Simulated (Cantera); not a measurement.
Feed: 1 mol CF4, a varied amount of F2, 0.3 mol H2, held at 2777 °C and 0.100 bar.

Method: chemical equilibrium by Gibbs-energy minimisation in Cantera with the NASA 1993 tables (ideal gas, pure condensed phases). Candidate condensed phases: C, C6H6, C7H8, C8H18; 95 gas species. Gases not in the tables: C2F6 and larger saturated fluorocarbons. Rates play no part.

Problem. What share of the C ends up in condensed phases as a function of n(F2) (mol), at 0.035, 0.15, 0.26, 0.37, 0.48, 0.59, 0.7?

Solution. 
```csv
n(F2) (mol),C condensed (%),as
0.035,9.7,C(graphite)
0.15,3.5,C(graphite)
0.26,0.0,-
0.37,0.0,-
0.48,0.0,-
0.59,0.0,-
0.7,0.0,-
```
